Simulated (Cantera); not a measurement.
## Dilute partial oxidation

A perfectly stirred reactor is fed with 1.67 % CH4, 0.304 % O2, 98.0 % N2, at 4.93 atm; it is held at 1300 K, and followed from long to short residence time.

Detailed kinetics in Cantera: GRI-Mech 3.0 (53 species, 325 reactions). GRI-Mech 3.0 stops at C3 and has no aromatics, soot or wall deposition, so with more carbon than oxygen in the feed, carbon stays in small species such as C2H2 where larger ones or solid carbon would form.

```
τ (s)     x CH4     x O2     x HCO     x CO2   x CH2CO       x O
-------  ------  -------  --------  --------  --------  --------
0.33     0.0160  0.00270  5.82e-11   8.46e-6   3.97e-6  2.64e-10
0.11     0.0165  0.00298  2.51e-11   2.81e-7   2.26e-7  9.12e-11
0.035    0.0166  0.00303  7.86e-12   1.76e-8   7.42e-9  5.05e-11
0.012    0.0167  0.00304  2.20e-12   3.02e-9  3.44e-10  3.75e-11
0.0038   0.0167  0.00304    <1e-12  5.46e-10  1.34e-11  2.91e-11
0.0012   0.0167  0.00304    <1e-12  5.86e-11    <1e-12  1.86e-11
0.00041  0.0167  0.00304    <1e-12  3.19e-12    <1e-12  1.00e-11
0.00013  0.0167  0.00304    <1e-12    <1e-12    <1e-12  6.09e-12
```
x: mole fraction; the columns are a selection and need not sum to one.
